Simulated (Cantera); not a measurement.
Charge: 1 mol Si, 0.34 mol H2O, 2.2 mol H2, equilibrated at 1975 K.

These are equilibrium values from Cantera (NASA tables, ideal gas, pure condensed phases), not measurements of a reactor. Candidate condensed phases: H2O, Si, SiO2; 18 gas species. The numbers say what is thermodynamically allowed, not how fast it happens.

### Question
At 0.00750 Torr, list the 6 most abundant gas species with their mole fractions, and the condensed phases.

### Answer
H2 0.464, H 0.295, Si 0.159, SiO 0.0819, SiH 0.000246, Si2 7.59e-5. Condensed: gas only.
